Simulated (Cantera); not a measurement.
Standard-state values (1 bar) from the NASA 1993 polynomials, evaluated with Cantera. Values are per mole of reaction as written; species without (g) are pure solids or liquids, kept so even where they would boil at 1 bar.

C6H6(g) + 6 H2S(g) + 6 Ni → 6 NiS + 6 CH3(g), with ΔH° = 394.4 kJ and ΔS° = -200.6 J/K at 300 K.

Question: How far is the shortcut ΔG° ≈ ΔH°(300 K) − T·ΔS°(300 K) from the full temperature-dependent value at 748, 823, 898, 973, 1048, 1123 K?

Answer: 
```json
[
 {"T (K)": "748", "shortcut (kJ)": "544.5", "full (kJ)": "526.8", "difference (kJ)": "17.7", "difference in log10 K": "-1.24"},
 {"T (K)": "823", "shortcut (kJ)": "559.5", "full (kJ)": "534.4", "difference (kJ)": "25.2", "difference in log10 K": "-1.60"},
 {"T (K)": "898", "shortcut (kJ)": "574.6", "full (kJ)": "541.7", "difference (kJ)": "32.9", "difference in log10 K": "-1.91"},
 {"T (K)": "973", "shortcut (kJ)": "589.6", "full (kJ)": "548.7", "difference (kJ)": "40.9", "difference in log10 K": "-2.20"},
 {"T (K)": "1048", "shortcut (kJ)": "604.7", "full (kJ)": "555.5", "difference (kJ)": "49.2", "difference in log10 K": "-2.45"},
 {"T (K)": "1123", "shortcut (kJ)": "619.7", "full (kJ)": "561.9", "difference (kJ)": "57.9", "difference in log10 K": "-2.69"}
]
```
The shortcut ignores the heat-capacity change of the reaction.
